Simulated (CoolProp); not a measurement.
Vapour-liquid equilibrium of dimethyl ether (1) + R236FA (2) at 1.44 MPa; x and y are mole fractions of (1).

The numbers come from the multi-fluid Helmholtz-energy mixture model, Wu 2011 and Pan 2012; pair parameters Bell 2016 in CoolProp.

```json
[
 {"x": "0.05", "bubble temperature, mixture model (°C)": "86.2", "bubble temperature, Raoult's law (°C)": "84.7", "y, mixture model": "0.052", "y, Raoult's law": "0.085"},
 {"x": "0.15", "bubble temperature, mixture model (°C)": "85.8", "bubble temperature, Raoult's law (°C)": "81.4", "y, mixture model": "0.161", "y, Raoult's law": "0.239"},
 {"x": "0.25", "bubble temperature, mixture model (°C)": "84.9", "bubble temperature, Raoult's law (°C)": "78.4", "y, mixture model": "0.278", "y, Raoult's law": "0.374"},
 {"x": "0.35", "bubble temperature, mixture model (°C)": "83.4", "bubble temperature, Raoult's law (°C)": "75.5", "y, mixture model": "0.402", "y, Raoult's law": "0.494"},
 {"x": "0.45", "bubble temperature, mixture model (°C)": "81.2", "bubble temperature, Raoult's law (°C)": "72.7", "y, mixture model": "0.527", "y, Raoult's law": "0.599"},
 {"x": "0.55", "bubble temperature, mixture model (°C)": "78.3", "bubble temperature, Raoult's law (°C)": "70.1", "y, mixture model": "0.649", "y, Raoult's law": "0.692"},
 {"x": "0.65", "bubble temperature, mixture model (°C)": "74.7", "bubble temperature, Raoult's law (°C)": "67.6", "y, mixture model": "0.760", "y, Raoult's law": "0.775"},
 {"x": "0.75", "bubble temperature, mixture model (°C)": "70.5", "bubble temperature, Raoult's law (°C)": "65.2", "y, mixture model": "0.855", "y, Raoult's law": "0.848"},
 {"x": "0.85", "bubble temperature, mixture model (°C)": "66.1", "bubble temperature, Raoult's law (°C)": "63.0", "y, mixture model": "0.928", "y, Raoult's law": "0.914"},
 {"x": "0.95", "bubble temperature, mixture model (°C)": "61.8", "bubble temperature, Raoult's law (°C)": "60.8", "y, mixture model": "0.981", "y, Raoult's law": "0.973"}
]
```

The largest gap from Raoult's law is +8.5 K in bubble temperature, at x = 0.45. No azeotrope shows between x = 0.05 and 0.95.

Pair parameters are fitted to limited data, so mixtures are less certain than the pure fluids.
